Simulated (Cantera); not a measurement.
An isothermal, constant-pressure homogeneous reactor starts with H2 : O2 = 0.011 : 1 (molar parts), at 1373 K and 0.0133 bar.

Model: the H2/O2 subset of GRI-Mech 3.0, which has no nitrogen chemistry, integrated in Cantera. Radical loss at walls, strong at low pressure, is not modelled.

x: mole fraction; the columns are a selection and need not sum to one.

```tsv
t (s)	x H2	x O2	x HO2	x H2O	x OH	x H	x O
2.00e-5	0.0109	0.989	3.44e-9	3.64e-11	…	2.27e-9	1.20e-9
7.23e-5	0.0109	0.989	1.24e-8	1.10e-9	…	4.27e-9	9.26e-9
0.000262	0.0109	0.989	4.49e-8	2.47e-8	…	9.69e-9	6.00e-8
0.000946	0.0109	0.989	1.63e-7	9.12e-7	…	1.01e-7	9.73e-7
0.00342	0.00800	0.986	6.84e-7	0.00211	0.00135	0.000195	0.00191
0.0124	4.62e-5	0.979	4.88e-7	0.00999	0.00134	0.000345	0.00934
0.0447	4.24e-5	0.980	4.68e-7	0.0100	0.00129	0.000302	0.00855
0.162	3.20e-5	0.982	4.05e-7	0.0102	…	0.000195	0.00636
0.585	1.45e-5	0.986	2.61e-7	0.0105	…	5.79e-5	0.00281
2.11	3.04e-6	0.988	9.84e-8	0.0108	…	5.45e-6	0.000578
7.65	4.01e-7	0.989	2.70e-8	0.0109	…	2.59e-7	7.55e-5
27.7	6.07e-8	0.989	2.06e-8	0.0109	…	1.53e-8	1.14e-5
100	2.87e-8	0.989	2.58e-8	0.0109	…	4.97e-9	5.40e-6
```

Task: Some entries are withheld; supply them.

Result: 
- 2.00e-5, x OH: 1.19e-9
- 7.23e-5, x OH: 8.94e-9
- 0.000262, x OH: 5.37e-8
- 0.000946, x OH: 8.07e-7
- 0.162, x OH: 0.00112
- 0.585, x OH: 0.000755
- 2.11, x OH: 0.000347
- 7.65, x OH: 0.000126
- 27.7, x OH: 4.91e-5
- 100, x OH: 3.38e-5
